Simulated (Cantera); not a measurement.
## Reactions in the system Ca-F-S

Source: NASA polynomial tables (part measured, part estimated), evaluated in Cantera. Values are per mole of reaction as written; species without (g) are pure solids or liquids, kept so even where they would boil at 1 bar.

SF4(g) + 2 Ca(g) = 2 CaF2 + S

| T (K) | ΔH° (kJ) | ΔS° (J/K) | ΔG° (kJ) | log10 K |
|---|---|---|---|---|
| 625 | -2024.9 | -396.5 | -1777.1 | 148.52 |
| 725 | -2019.8 | -389.0 | -1737.8 | 125.20 |
| 825 | -2014.4 | -382.0 | -1699.3 | 107.59 |
| 925 | -2008.2 | -374.9 | -1661.4 | 93.82 |
| 1025 | -2001.5 | -368.0 | -1624.3 | 82.77 |

CaS + 2 F(g) = CaF2 + S

| T (K) | ΔH° (kJ) | ΔS° (J/K) | ΔG° (kJ) | log10 K |
|---|---|---|---|---|
| 625 | -904.4 | -258.1 | -743.2 | 62.11 |
| 725 | -902.8 | -255.6 | -717.5 | 51.69 |
| 825 | -901.0 | -253.4 | -692.0 | 43.81 |
| 925 | -898.7 | -250.6 | -666.8 | 37.65 |
| 1025 | -896.1 | -248.0 | -641.9 | 32.71 |

CaS + 3 F2(g) = SF4(g) + CaF2

```json
[
 {"T (K)": "625", "ΔH° (kJ)": "-1511.0", "ΔS° (J/K)": "-286.4", "ΔG° (kJ)": "-1332.0", "log10 K": "111.32"},
 {"T (K)": "725", "ΔH° (kJ)": "-1509.1", "ΔS° (J/K)": "-283.5", "ΔG° (kJ)": "-1303.5", "log10 K": "93.92"},
 {"T (K)": "825", "ΔH° (kJ)": "-1506.8", "ΔS° (J/K)": "-280.6", "ΔG° (kJ)": "-1275.3", "log10 K": "80.75"},
 {"T (K)": "925", "ΔH° (kJ)": "-1504.2", "ΔS° (J/K)": "-277.6", "ΔG° (kJ)": "-1247.4", "log10 K": "70.44"},
 {"T (K)": "1025", "ΔH° (kJ)": "-1501.4", "ΔS° (J/K)": "-274.7", "ΔG° (kJ)": "-1219.8", "log10 K": "62.16"}
]
```
